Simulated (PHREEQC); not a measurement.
# Acid rinse or clean: an equilibrium model

A solution holds 6.1 mmol/kgw HBr, 0.091 mmol/kgw KCl and 26 mmol/kgw MgCl2, at 72 °C. Closed to the air; pH follows from the charge balance.

Computed with PHREEQC (ion-association model, phreeqc.dat).

The pH is 2.30 and the ionic strength comes out as 0.0842 mol/kgw. The specific conductance comes out as 16700 µS/cm, the density is 0.979 g/cm³ and the total alkalinity is -6.10 meq/kg.

```csv
species,molality,activity,log γ
Cl-,0.0521,0.0396,-0.119
Mg+2,0.0260,0.0102,-0.406
H+,0.00610,0.00500,-0.087
Br-,0.00610,0.00457,-0.126
K+,9.10e-5,6.90e-5,-0.120
```

Precipitation was switched off in this run. At this temperature some constants are extrapolated from 25 °C, and those without enthalpy data are left unchanged.
